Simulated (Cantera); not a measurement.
A closed system holds: 1 mol FeCl₂, 0.29 mol H₂O, 0.1 mol N₂, held at 1.35 Torr.

These are equilibrium values from Cantera (NASA tables, ideal gas, pure condensed phases), not measurements of a reactor. Candidate condensed phases: Fe, FeCl₂, FeCl₃, FeO, Fe(OH)₂, Fe(OH)₃, Fe₂O₃, Fe₃O₄, H₂O, NH₄Cl; 37 gas species. Mutual solubility and eutectic melting of coexisting phases are not modelled. The tables' stoichiometric FeO is somewhat more stable than real wüstite, so its field is too wide. FeO: taken at fixed stoichiometry. Equilibrium is a limit: real reactors are often held back by kinetics, nucleation or transport.

### Question
Which condensed phases are stable at each of these points (T (K)): 950, 1025, 1100, 1175, 1250, 1325, 1400, 1475, 1550, 1625, 1700, 1775?

### Answer
```json
[
 {"T (K)": "950", "condensed phases": "FeO(s) + Fe₃O₄(s)", "Fe condensed (%)": "28.0"},
 {"T (K)": "1025", "condensed phases": "FeO(s) + Fe₃O₄(s)", "Fe condensed (%)": "27.4"},
 {"T (K)": "1100", "condensed phases": "FeO(s) + Fe₃O₄(s)", "Fe condensed (%)": "26.6"},
 {"T (K)": "1175", "condensed phases": "FeO(s) + Fe₃O₄(s)", "Fe condensed (%)": "25.6"},
 {"T (K)": "1250", "condensed phases": "FeO(s) + Fe₃O₄(s)", "Fe condensed (%)": "24.7"},
 {"T (K)": "1325", "condensed phases": "FeO(s) + Fe₃O₄(s)", "Fe condensed (%)": "23.7"},
 {"T (K)": "1400", "condensed phases": "FeO(s) + Fe₃O₄(s)", "Fe condensed (%)": "22.8"},
 {"T (K)": "1475", "condensed phases": "FeO(s)", "Fe condensed (%)": "21.9"},
 {"T (K)": "1550", "condensed phases": "FeO(s)", "Fe condensed (%)": "21.1"},
 {"T (K)": "1625", "condensed phases": "FeO(s)", "Fe condensed (%)": "20.4"},
 {"T (K)": "1700", "condensed phases": "FeO(l)", "Fe condensed (%)": "20.0"},
 {"T (K)": "1775", "condensed phases": "FeO(l)", "Fe condensed (%)": "19.9"}
]
```

From 950 K to 1400 K the condensed part is FeO(s) + Fe₃O₄(s). From 1475 K to 1625 K the condensed part is FeO(s). From 1700 K to 1775 K the condensed part is FeO(l).
